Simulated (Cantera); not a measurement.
**Premixed flame**

A freely propagating, adiabatic, planar premixed flame of CH4 : C2H6 : C3H8 : O2 : N2 = 1 : 1.2 : 0.34 : 11.3 : 42.4 (molar parts), unburnt at 373 K and 10.0 bar; mixture-averaged transport, grid criteria slope 0.08 and curve 0.16, no radiation.

Computed with Cantera and GRI-Mech 3.0 (53 species, 325 reactions). Burning velocities carry a grid error of a few per cent, more on coarse grids.

| z (mm) | T (K) | u (m/s) | x CH4 | x C2H6 | x C3H8 | x CO | x O | x C2H4 |
|---|---|---|---|---|---|---|---|---|
| -0.318 | 374 | 0.143 | 0.0178 | 0.0213 | 0.00604 | 9.53e-6 | <1e-8 | 5.80e-7 |
| -0.212 | 381 | 0.146 | 0.0176 | 0.0213 | 0.00604 | 0.000115 | <1e-8 | 1.02e-5 |
| -0.159 | 407 | 0.156 | 0.0173 | 0.0211 | 0.00602 | 0.000492 | <1e-8 | 5.60e-5 |
| -0.106 | 535 | 0.206 | 0.0156 | 0.0199 | 0.00582 | 0.00255 | <1e-8 | 0.000407 |
| -0.0530 | 954 | 0.372 | 0.0102 | 0.0130 | 0.00413 | 0.0103 | <1e-8 | 0.00217 |
| -0.0265 | 1308 | 0.514 | 0.00562 | 0.00511 | 0.00162 | 0.0177 | 4.77e-6 | 0.00362 |
| 0 | 1656 | 0.653 | 0.00114 | 0.000150 | 2.89e-5 | 0.0219 | 0.000208 | 0.00102 |
| 0.0265 | 1807 | 0.709 | 4.02e-5 | 6.11e-8 | <1e-8 | 0.0131 | 0.000538 | 1.37e-5 |
| 0.0530 | 1866 | 0.729 | 8.91e-7 | <1e-8 | <1e-8 | 0.00656 | 0.000420 | 1.06e-7 |
| 0.106 | 1908 | 0.743 | <1e-8 | <1e-8 | <1e-8 | 0.00213 | 0.000189 | <1e-8 |
| 0.212 | 1926 | 0.749 | <1e-8 | <1e-8 | <1e-8 | 0.000475 | 6.34e-5 | <1e-8 |
| 0.424 | 1931 | 0.751 | <1e-8 | <1e-8 | <1e-8 | 0.000108 | 3.27e-5 | <1e-8 |
| 0.849 | 1931 | 0.751 | <1e-8 | <1e-8 | <1e-8 | 7.47e-5 | 3.00e-5 | <1e-8 |
x: mole fraction of selected species; z is measured from the peak of heat release.

| Property | Value |
|---|---|
| laminar burning velocity | 14.3 cm/s |
| thermal thickness | 0.106 mm |
| peak x(CO) | 0.0222 |
| peak x(O) | 0.000539 |
| peak x(C2H4) | 0.00363 |
| grid points | 140 |
